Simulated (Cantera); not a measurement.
Mixture: CO : H2 : CH4 : O2 : N2 : CO2 = 1 : 0.033 : 0.12 : 0.54 : 2.59 : 0.69 (molar parts), at 3100000 Pa, adiabatic and at constant pressure. Ignition delay is the time to a rise of 400 K.

Computed with Cantera and GRI-Mech 3.0 (53 species, 325 reactions). The pressure lies above the range GRI-Mech 3.0 was tuned for (to about 10 atm).

Q: What does this change do: constant volume in place of constant pressure?

A: 
```json
[
 {"quantity": "delay at 1075 K", "before": "3.59 ms", "after": "3.30 ms"},
 {"quantity": "delay at 1175 K", "before": "0.781 ms", "after": "0.719 ms"},
 {"quantity": "delay at 1275 K", "before": "0.234 ms", "after": "0.214 ms"},
 {"quantity": "delay at 1375 K", "before": "90.1 µs", "after": "82.3 µs"},
 {"quantity": "delay at 1475 K", "before": "40.5 µs", "after": "37.0 µs"},
 {"quantity": "delay at 1575 K", "before": "20.1 µs", "after": "18.4 µs"},
 {"quantity": "apparent activation energy between 1375 and 1575 K", "before": "140 kJ/mol", "after": "130 kJ/mol"}
]
```
